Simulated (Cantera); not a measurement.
A perfectly stirred reactor is fed with CH4 : C2H6 : C3H8 : O2 : N2 : H2O = 1 : 1.1 : 0.089 : 6.63 : 24.9 : 2.7 (molar parts), equivalence ratio 0.95, at 750 Torr; it is adiabatic with a 523 K inlet, and is followed from long to short residence time, starting on the burning branch (τ in s: 0.31, 0.13, 0.057, 0.024, 0.01, 0.0044, 0.0019, 0.0008, 0.00034, 0.00015, 6.2e-05, 2.6e-05, 1.1e-05).

Cantera simulation using GRI-Mech 3.0 (53 species, 325 reactions); the numbers are that mechanism's predictions, not measurements.

Problem. Predict: blow-out, bracketed by the residence times tried; x(CH4) at τ = 0.310 s; x(C2H6) at τ = 0.310 s; x(C3H8) at τ = 0.310 s; x(CH2) at τ = 0.310 s; x(NO) at τ = 0.310 s; x(CH4) at τ = 1.90 ms; x(C2H6) at τ = 1.90 ms; x(C3H8) at τ = 1.90 ms; x(CH2) at τ = 1.90 ms; x(NO) at τ = 1.90 ms.

Solution. 
```json
{
  "blow_out_bracketed_by_the_residence_times_tried": "burning at 0.150 ms, out at 62.0 µs",
  "x(CH4) at τ = 0.310 s": "4.72e-7",
  "x(C2H6) at τ = 0.310 s": "4.20e-8",
  "x(C3H8) at τ = 0.310 s": "3.91e-9",
  "x(CH2) at τ = 0.310 s": "3.92e-8",
  "x(NO) at τ = 0.310 s": "0.00166",
  "x(CH4) at τ = 1.90 ms": "2.26e-5",
  "x(C2H6) at τ = 1.90 ms": "5.11e-6",
  "x(C3H8) at τ = 1.90 ms": "3.68e-7",
  "x(CH2) at τ = 1.90 ms": "1.94e-6",
  "x(NO) at τ = 1.90 ms": "0.000134"
}
```
